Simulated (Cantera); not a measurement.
A Cantera script and what it prints.

```python
import numpy as np
import cantera as ct

gas_names = """
    AL ALCL ALCL2 ALCL3 ALH ALN AL2 AL2CL6 CL CL2 H HCL H2 N NH NH2 NH3 N2 N2H2 N2H4
""".split()
cond_names = """
    AL(cr) AL(L) ALCL3(s) ALCL3(L) ALN(s) NH4CL(a) NH4CL(b)
""".split()


# ... load() reads the species with a 1 bar reference pressure and builds the phases ...
atoms = {
    'Al': {'AL': 1},
    'HCl': {'H': 1, 'CL': 1},
    'N2': {'N': 2},
}
top_T = {'ALN(s)': 2750}  # K; cautious upper limits of use, not melting points


# ... equilibrate(T, P, feed) seeds the gas with the atoms and calls Mixture.equilibrate('TP', solver="vcs", rtol=1e-11, max_steps=5000) ...
results = []
feed = {'Al': 1, 'HCl': 0.96, 'N2': 530}  # mol
T = 1925  # K
P = 190  # Pa
mix = equilibrate(T, P, feed)
results.append((T, P, feed, dict(zip(mix.species_names, mix.species_moles))))
print(gas.report(threshold=1e-05))
for i in range(1, mix.n_phases):
    print(f"{mix.phase(i).name:16s} {mix.phase_moles(i):12.5e} mol")
```

Result:

```
       temperature   1925 K
          pressure   190 Pa
           density   0.0003329 kg/m^3
  mean mol. weight   28.043 kg/kmol
   phase of matter   gas

                          1 kg             1 kmol
                     ---------------   ---------------
          enthalpy        1.9073e+06        5.3486e+07  J
   internal energy        1.3366e+06        3.7481e+07  J
           entropy             10803        3.0295e+05  J/K
    Gibbs function       -1.8889e+07        -5.297e+08  J
 heat capacity c_p            1278.6             35856  J/K
 heat capacity c_v            982.12             27541  J/K

                      mass frac. Y      mole frac. X     chem. pot. / RT
                     ---------------   ---------------   ---------------
                AL        0.00019121        0.00019873           -16.556
              ALCL          0.003742         0.0016808           -47.776
                CL        6.2277e-05        4.9264e-05            -31.22
                 H         1.928e-05        0.00053637           -16.524
               HCL        9.4958e-05         7.304e-05           -47.744
                H2        4.2996e-05        0.00059808           -33.047
                N2           0.99584           0.99686           -33.082
     [  +13 minor]        4.4806e-06        1.3389e-06

AL(L)             0.00000e+00 mol
ALCL3(L)          0.00000e+00 mol
ALN(s)            0.00000e+00 mol
```

Equilibrium computed with Cantera from the NASA thermochemical tables; the gas is ideal and each condensed phase is pure.
